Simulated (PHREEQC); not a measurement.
Solution (10 °C): 2.4 mol/kgw NaOH and 0.6 mol/kgw NaHCO3. Closed to the air; pH follows from the charge balance.

Model: Pitzer model, pitzer.dat, run in PHREEQC.

Problem. The ionic strength comes out as 3.60 mol/kgw. What activity coefficients do HCO3-, Na+, CO3-2, OH- get?

Solution. HCO3- 0.40, Na+ 0.55, CO3-2 0.061, OH- 0.84. Single-ion values are on the MacInnes scale.

This is a speciation only: nothing precipitates in the calculation. Species that the database lacks are ignored. In brines, pH and single-ion activities rest on the MacInnes convention. Away from 25 °C the constants follow the database's enthalpies or fits; those with neither stay at their 25 °C values.
